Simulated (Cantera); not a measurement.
What does this Cantera script print?

```python
import numpy as np
import cantera as ct

gas_names = """
    H HO2 H2 H2O H2O2 O OH O2 O3 V VO VO2
""".split()
cond_names = """
    H2O(s) H2O(L) V(cr) V(L) VO(s) VO(L) V2O3(s) V2O3(L) V2O4(I) V2O4(II) V2O4(L) V2O5(s) V2O5(L)
""".split()


# ... load() reads the species with a 1 bar reference pressure and builds the phases ...
atoms = {
    'V2O3': {'V': 2, 'O': 3},
    'H2': {'H': 2},
}
top_T = {}  # K; cautious upper limits of use, not melting points


# ... equilibrate(T, P, feed) seeds the gas with the atoms and calls Mixture.equilibrate('TP', solver="vcs", rtol=1e-11, max_steps=5000) ...
results = []
feed = {'V2O3': 1, 'H2': 420}  # mol
P = 35  # Pa
for T in [1650, 1725, 1800, 1875, 1950, 2025, 2100]:
    mix = equilibrate(T, P, feed)
    results.append((T, P, feed, dict(zip(mix.species_names, mix.species_moles))))
    x = sorted(zip(gas.X, gas.species_names), reverse=True)
    print(f"T = {T:g} K  P = {P:g} Pa  gas = {mix.phase_moles(0):.4g} mol")
    print("   x: " + "  ".join(f"{s} {v:.3e}" for v, s in x if v > 0.0001))
    print("   condensed (mol): " + ("  ".join(f"{mix.phase(i).name} {mix.phase_moles(i):.4g}"
          for i in range(1, mix.n_phases) if mix.phase_moles(i) > 1e-12) or "none"))
```

Result:

```
T = 1650 K  P = 35 Pa  gas = 421 mol
   x: H2 9.928e-01  H 4.838e-03  H2O 2.359e-03
   condensed (mol): VO(s) 1.99
T = 1725 K  P = 35 Pa  gas = 422.1 mol
   x: H2 9.877e-01  H 9.866e-03  H2O 2.312e-03
   condensed (mol): VO(s) 1.959
T = 1800 K  P = 35 Pa  gas = 424.2 mol
   x: H2 9.785e-01  H 1.893e-02  H2O 2.183e-03  VO2 1.836e-04  VO 1.740e-04
   condensed (mol): VO(s) 1.843
T = 1875 K  P = 35 Pa  gas = 427.9 mol
   x: H2 9.624e-01  H 3.437e-02  H2O 1.915e-03  VO 6.991e-04  VO2 4.944e-04
   condensed (mol): VO(s) 1.456
T = 1950 K  P = 35 Pa  gas = 434.7 mol
   x: H2 9.350e-01  H 5.925e-02  VO 2.507e-03  H2O 1.593e-03  VO2 1.167e-03  V 4.691e-04
   condensed (mol): VO(s) 0.1991
T = 2025 K  P = 35 Pa  gas = 443.6 mol
   x: H2 8.963e-01  H 9.740e-02  VO 2.741e-03  H2O 1.732e-03  VO2 1.134e-03  V 6.330e-04
   condensed (mol): none
T = 2100 K  P = 35 Pa  gas = 456.9 mol
   x: H2 8.410e-01  H 1.527e-01  VO 2.646e-03  H2O 1.866e-03  VO2 1.004e-03  V 7.271e-04
   condensed (mol): none
```

These are equilibrium values from Cantera (NASA tables, ideal gas, pure condensed phases), not measurements of a reactor. VO: taken at fixed stoichiometry.
